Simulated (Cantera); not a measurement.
Charge: 1 mol CH₃SiH₃, 0.18 mol C₂H₄, a varied amount of H₂, equilibrated at 2375 K and 3.00 mbar.

Cantera equilibrium calculation (NASA polynomials, part measured and part estimated; ideal gas, pure solids and liquids). Candidate condensed phases: C, C₆H₆, C₇H₈, C₈H₁₈, Si, SiC; 87 gas species. The feed counts by its element totals alone. Gases not in the tables: Si₂H₆ and higher silanes. Kinetics and transport are ignored.

### Question
Which condensed phases are stable at each of these points (n(H₂) (mol)): 27, 34, 44, 56, 72, 92, 120, 150, 190, 240, 310?

### Answer
```json
[
 {"n(H₂) (mol)": "27", "condensed phases": "C(graphite)", "Si condensed (%)": "0.0"},
 {"n(H₂) (mol)": "34", "condensed phases": "C(graphite)", "Si condensed (%)": "0.0"},
 {"n(H₂) (mol)": "44", "condensed phases": "C(graphite)", "Si condensed (%)": "0.0"},
 {"n(H₂) (mol)": "56", "condensed phases": "C(graphite)", "Si condensed (%)": "0.0"},
 {"n(H₂) (mol)": "72", "condensed phases": "C(graphite)", "Si condensed (%)": "0.0"},
 {"n(H₂) (mol)": "92", "condensed phases": "C(graphite)", "Si condensed (%)": "0.0"},
 {"n(H₂) (mol)": "120", "condensed phases": "gas only", "Si condensed (%)": "0.0"},
 {"n(H₂) (mol)": "150", "condensed phases": "gas only", "Si condensed (%)": "0.0"},
 {"n(H₂) (mol)": "190", "condensed phases": "gas only", "Si condensed (%)": "0.0"},
 {"n(H₂) (mol)": "240", "condensed phases": "gas only", "Si condensed (%)": "0.0"},
 {"n(H₂) (mol)": "310", "condensed phases": "gas only", "Si condensed (%)": "0.0"}
]
```

From 27 mol H₂ to 92 mol H₂ the condensed part is C(graphite). From 120 mol H₂ to 310 mol H₂ nothing is condensed.
